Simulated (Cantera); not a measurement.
A closed system holds: 1 mol TiCl4, 1.5 mol CH4, held at 23.3 Torr.

Method: chemical equilibrium by Gibbs-energy minimisation in Cantera with the NASA 1993 tables (ideal gas, pure condensed phases). Candidate condensed phases: C, C6H6, C7H8, C8H18, Ti, TiC, TiCl2, TiCl3, TiCl4; 96 gas species. TiC: taken at fixed stoichiometry. Rates play no part.

Over these rows the condensed part is C(graphite) + TiC(s). Partial pressures as log10 of bar:

```json
[
 {"T (K)": "1425", "1000/T (1/K)": "0.7018", "log p C2H2 (acetylene)": "-7.39", "log p HCl": "-1.78", "log p H2": "-1.93", "log p TiCl3": "-2.79", "log p TiCl4": "-2.89"},
 {"T (K)": "1525", "1000/T (1/K)": "0.6557", "log p C2H2 (acetylene)": "-6.89", "log p HCl": "-1.75", "log p H2": "-1.98", "log p TiCl3": "-2.78", "log p TiCl4": "-3.11"},
 {"T (K)": "1625", "1000/T (1/K)": "0.6154", "log p C2H2 (acetylene)": "-6.46", "log p HCl": "-1.72", "log p H2": "-2.01", "log p TiCl3": "-2.80", "log p TiCl4": "-3.35"},
 {"T (K)": "1725", "1000/T (1/K)": "0.5797", "log p C2H2 (acetylene)": "-6.07", "log p HCl": "-1.70", "log p H2": "-2.04", "log p TiCl3": "-2.83", "log p TiCl4": "-3.58"},
 {"T (K)": "1825", "1000/T (1/K)": "0.5479", "log p C2H2 (acetylene)": "-5.73", "log p HCl": "-1.69", "log p H2": "-2.06", "log p TiCl3": "-2.88", "log p TiCl4": "-3.81"},
 {"T (K)": "1925", "1000/T (1/K)": "0.5195", "log p C2H2 (acetylene)": "?", "log p HCl": "-1.68", "log p H2": "-2.08", "log p TiCl3": "-2.94", "log p TiCl4": "-4.04"}
]
```

Q: Fit log p(C2H2 (acetylene)) = a + b·(1000/T) to the five rows, give the apparent enthalpy, and predict the row at 1925 K.

A: Means: 1000/T = 0.6201, log p = -6.508. Sxy = -0.159751, Sxx = 0.0148093, so b = -10.79 and a = -6.508 − (-10.79)×0.6201 = 0.18.
Apparent enthalpy: −19.145 × (-10.79) = 207 kJ/mol. With the condensed phases at unit activity, 2 C(graphite) + H2(g) = C2H2 (acetylene)(g) links this pressure to the main gases: over the six rows their terms move log p by -0.15 in all, so the slope isn't that reaction's ΔH° alone. The five rows lie within 0.01 of the line.
Prediction at 1925 K: 0.18 + (-10.79)×0.5195 = -5.43. The computed value is -5.42, 0.01 from the line.
